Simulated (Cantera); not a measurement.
# Ignition delay

Mixture: CH4 : CO : O2 : N2 = 1 : 0.095 : 4.36 : 16.4 (molar parts), equivalence ratio 0.47, at 1.00 atm, adiabatic and at constant volume. Ignition delay is the time to a rise of 400 K.

Model: GRI-Mech 3.0 (53 species, 325 reactions), integrated in Cantera.

```json
[
 {"T0 (K)": "1300", "delay (ms)": "7.68"},
 {"T0 (K)": "1350", "delay (ms)": "4.15"},
 {"T0 (K)": "1400", "delay (ms)": "2.35"},
 {"T0 (K)": "1450", "delay (ms)": "1.40"},
 {"T0 (K)": "1500", "delay (ms)": "0.868"},
 {"T0 (K)": "1550", "delay (ms)": "0.564"},
 {"T0 (K)": "1600", "delay (ms)": "0.380"},
 {"T0 (K)": "1650", "delay (ms)": "0.264"},
 {"T0 (K)": "1700", "delay (ms)": "0.189"},
 {"T0 (K)": "1750", "delay (ms)": "0.138"}
]
```

- apparent activation energy between 1650 and 1750 K = 160 kJ/mol
